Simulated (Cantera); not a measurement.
## Premixed flame

A freely propagating, adiabatic, planar premixed flame of 26.8 % H2, 15.4 % O2, 57.8 % N2, equivalence ratio 0.87, unburnt at 648 K and 1.00 bar; mixture-averaged transport, grid criteria slope 0.08 and curve 0.16, no radiation.

Detailed kinetics in Cantera: the H2/O2 subset of GRI-Mech 3.0, which has no nitrogen chemistry. Burning velocities carry a grid error of a few per cent, more on coarse grids.

| z (mm) | T (K) | u (m/s) | x H2 | x O2 | x H | x HO2 | x O | x H2O |
|---|---|---|---|---|---|---|---|---|
| -1.44 | 648 | 7.80 | 0.268 | 0.154 | <1e-8 | <1e-8 | <1e-8 | <1e-8 |
| -0.960 | 648 | 7.80 | 0.268 | 0.154 | <1e-8 | <1e-8 | <1e-8 | <1e-8 |
| -0.720 | 648 | 7.80 | 0.268 | 0.154 | <1e-8 | <1e-8 | <1e-8 | <1e-8 |
| -0.480 | 648 | 7.80 | 0.268 | 0.154 | 5.51e-8 | 5.39e-7 | <1e-8 | 1.01e-7 |
| -0.240 | 660 | 7.91 | 0.264 | 0.154 | 0.000163 | 0.000202 | 8.40e-6 | 0.000599 |
| -0.120 | 829 | 9.74 | 0.235 | 0.150 | 0.00535 | 0.000192 | 0.000360 | 0.0160 |
| 0 | 1250 | 14.2 | 0.132 | 0.111 | 0.0346 | 9.05e-5 | 0.00637 | 0.101 |
| 0.120 | 1564 | 17.5 | 0.0518 | 0.0573 | 0.0513 | 4.12e-5 | 0.0143 | 0.193 |
| 0.240 | 1716 | 19.1 | 0.0378 | 0.0440 | 0.0458 | 2.72e-5 | 0.0153 | 0.216 |
| 0.480 | 1877 | 20.6 | 0.0347 | 0.0391 | 0.0342 | 1.92e-5 | 0.0134 | 0.228 |
| 0.960 | 2041 | 22.2 | 0.0309 | 0.0352 | 0.0229 | 1.31e-5 | 0.0104 | 0.241 |
| 1.92 | 2194 | 23.6 | 0.0252 | 0.0316 | 0.0137 | 8.49e-6 | 0.00729 | 0.256 |
| 3.84 | 2322 | 24.7 | 0.0186 | 0.0285 | 0.00724 | 5.75e-6 | 0.00464 | 0.270 |
x: mole fraction of selected species; z is measured from the peak of heat release.

- laminar burning velocity = 780 cm/s
- thermal thickness = 0.480 mm
- peak x(H) = 0.0513
- peak x(HO2) = 0.000264
- peak x(O) = 0.0154
- grid points = 129
